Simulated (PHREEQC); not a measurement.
Dissolve 0.012 mol SrCl2, 7.4e-05 mol Na2CO3 and 0.0037 mol NaCl per kg of water at 45 °C. Closed to the air; pH follows from the charge balance.

The numbers come from PHREEQC with the Pitzer model, pitzer.dat.

This is a speciation only: nothing precipitates in the calculation.

Problem. Order these C species by the share of C that they hold, largest first: CO3-2, HCO3-, CO2.

Solution. HCO3- (86 %), CO3-2 (14 %), CO2 (0.11 %)

The pH is 9.10 and the ionic strength 0.0399 mol/kgw. Away from 25 °C the constants follow the database's enthalpies or fits; those with neither stay at their 25 °C values.
